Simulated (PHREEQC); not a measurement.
Model water analysis in mg/L, 70 °C, pH 6.51, pe 10.2:

```
constituent          mg/L
------------------  -----
Na                    246
K                   0.279
Ca                   14.1
Mg                   5.74
Cl                   49.4
S(6) as SO4           137
Alkalinity as HCO3    442
Zn                   5.42
```

Na is adjusted to close the charge balance.
Valence states are taken as typed.

Model: ion-association model, phreeqc.dat, run in PHREEQC.

This is a speciation only: nothing precipitates in the calculation.

Problem. Order these Zn species by the share of Zn that they hold, largest first: ZnCO3, ZnHCO3+, ZnOH+, Zn+2, ZnSO4.

Solution. Zn+2 (51 %), ZnHCO3+ (28 %), ZnCO3 (9.5 %), ZnSO4 (7.7 %), ZnOH+ (2.4 %)

The pH is 6.51 and the ionic strength 0.0129 mol/kgw. Complexes and solids missing from the database can't appear. Away from 25 °C the constants follow the database's enthalpies or fits; those with neither stay at their 25 °C values. The database's zinc carbonate complexes are estimates, stronger than later reviews accept.
